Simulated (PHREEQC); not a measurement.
Make-up at 17 °C: 4.2 mmol/kgw CuSO4, 4.4 mmol/kgw H2SO4 and 66 mmol/kgw FeCl3. Closed to the air; pH follows from the charge balance.

All values are PHREEQC results (ion-association model, wateq4f.dat), not measurements.

This is a speciation only: nothing precipitates in the calculation.

### Question
Estimate the pH, ionic strength.

### Answer
pH 1.88; ionic strength 0.277 mol/kgw.

### Question
In which forms is Cu present?

### Answer
Cu+2 91 %, CuCl+ 7.9 %, CuSO4 1.1 % of the Cu.

Examples of supersaturated solids here: Hematite (slow to form), Goethite (slow to form). Others may be too.
